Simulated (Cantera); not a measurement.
Cantera run:

```python
import numpy as np
import cantera as ct

gas_names = """
    Br Br2 N N2 Si SiBr SiBr2 SiBr3 SiBr4 SiN Si2 Si2N Si3
""".split()
cond_names = """
    Br2(cr) Br2(L) Si(cr) Si(L) Si3N4(a)
""".split()


# ... load() reads the species with a 1 bar reference pressure and builds the phases ...
atoms = {
    'Si': {'Si': 1},
    'Br2': {'Br': 2},
    'N2': {'N': 2},
}
top_T = {'Si3N4(a)': 2400}  # K; cautious upper limits of use, not melting points


# ... equilibrate(T, P, feed) seeds the gas with the atoms and calls Mixture.equilibrate('TP', solver="vcs", rtol=1e-11, max_steps=5000) ...
results = []
P = 133.322  # Pa
for T in [925, 1000, 1075, 1150, 1225, 1300, 1375, 1450, 1525, 1600, 1675]:
    for m in [1.1, 1.4, 1.7, 2, 2.5, 3, 3.7, 4.6, 5.6]:
        feed = {'Si': 1, 'Br2': m, 'N2': 3.4}  # mol
        mix = equilibrate(T, P, feed)
        results.append((T, P, feed, dict(zip(mix.species_names, mix.species_moles))))

for T, P, feed, n in results:
    print(f"{T:7g} {feed['Br2']:10.4g}  " + (" + ".join(c for c in cond_names if n.get(c, 0) > 1e-12) or "gas only"))
```

Output:

```
    925        1.1  Si3N4(a)
    925        1.4  Si3N4(a)
    925        1.7  Si3N4(a)
    925          2  Si3N4(a)
    925        2.5  gas only
    925          3  gas only
    925        3.7  gas only
    925        4.6  gas only
    925        5.6  gas only
   1000        1.1  Si3N4(a)
   1000        1.4  Si3N4(a)
   1000        1.7  Si3N4(a)
   1000          2  gas only
   1000        2.5  gas only
   1000          3  gas only
   1000        3.7  gas only
   1000        4.6  gas only
   1000        5.6  gas only
   1075        1.1  Si3N4(a)
   1075        1.4  Si3N4(a)
   1075        1.7  Si3N4(a)
   1075          2  gas only
   1075        2.5  gas only
   1075          3  gas only
   1075        3.7  gas only
   1075        4.6  gas only
   1075        5.6  gas only
   1150        1.1  Si3N4(a)
   1150        1.4  Si3N4(a)
   1150        1.7  Si3N4(a)
   1150          2  gas only
   1150        2.5  gas only
   1150          3  gas only
   1150        3.7  gas only
   1150        4.6  gas only
   1150        5.6  gas only
   1225        1.1  Si3N4(a)
   1225        1.4  Si3N4(a)
   1225        1.7  Si3N4(a)
   1225          2  gas only
   1225        2.5  gas only
   1225          3  gas only
   1225        3.7  gas only
   1225        4.6  gas only
   1225        5.6  gas only
   1300        1.1  Si3N4(a)
   1300        1.4  Si3N4(a)
   1300        1.7  gas only
   1300          2  gas only
   1300        2.5  gas only
   1300          3  gas only
   1300        3.7  gas only
   1300        4.6  gas only
   1300        5.6  gas only
   1375        1.1  Si3N4(a)
   1375        1.4  gas only
   1375        1.7  gas only
   1375          2  gas only
   1375        2.5  gas only
   1375          3  gas only
   1375        3.7  gas only
   1375        4.6  gas only
   1375        5.6  gas only
   1450        1.1  Si3N4(a)
   1450        1.4  gas only
   1450        1.7  gas only
   1450          2  gas only
   1450        2.5  gas only
   1450          3  gas only
   1450        3.7  gas only
   1450        4.6  gas only
   1450        5.6  gas only
   1525        1.1  Si3N4(a)
   1525        1.4  gas only
   1525        1.7  gas only
   1525          2  gas only
   1525        2.5  gas only
   1525          3  gas only
   1525        3.7  gas only
   1525        4.6  gas only
   1525        5.6  gas only
   1600        1.1  Si3N4(a)
   1600        1.4  gas only
   1600        1.7  gas only
   1600          2  gas only
   1600        2.5  gas only
   1600          3  gas only
   1600        3.7  gas only
   1600        4.6  gas only
   1600        5.6  gas only
   1675        1.1  Si(cr)
   1675        1.4  gas only
   1675        1.7  gas only
   1675          2  gas only
   1675        2.5  gas only
   1675          3  gas only
   1675        3.7  gas only
   1675        4.6  gas only
   1675        5.6  gas only
```

Method: chemical equilibrium by Gibbs-energy minimisation in Cantera with the NASA 1993 tables (ideal gas, pure condensed phases). N2 is the only nitrogen source here; it is nearly inert below about 1500 K, so the nitride shown seldom forms there in practice. The tables' values for SiBr3 are old estimates.
